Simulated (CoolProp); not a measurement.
Vapour-liquid equilibrium of ethane (1) + hydrogen chloride (2) at 0.0738 MPa; x and y are mole fractions of (1).

The numbers come from the multi-fluid Helmholtz-energy mixture model, Bücker 2006 and Thol 2018; pair parameters Bell 2016 in CoolProp.

```
x     bubble temperature (K)  y at the bubble point  dew temperature at overall composition x (K)  liquid density (mol/L)
----  ----------------------  ---------------------  --------------------------------------------  ----------------------
0.05                   178.4                  0.267                                             …                   31.89
0.2                    174.1                  0.491                                         179.6                   28.84
0.35                       …                  0.530                                         176.9                   26.12
0.5                    173.4                  0.545                                             …                   23.84
0.65                   173.4                  0.570                                         174.2                   21.92
0.8                    174.1                  0.641                                         176.2                   20.29
0.95                   176.9                  0.849                                         178.2                   18.81
```

Task: What belongs in the gaps?

Result: 
- 0.05, dew temperature at overall composition x (K): 182.0
- 0.35, bubble temperature (K): 173.5
- 0.5, dew temperature at overall composition x (K): 174.0

y crosses x between x = 0.5 and 0.65: the model has an azeotrope there.

The pair parameters rest on a limited set of measurements; away from them the model extrapolates.
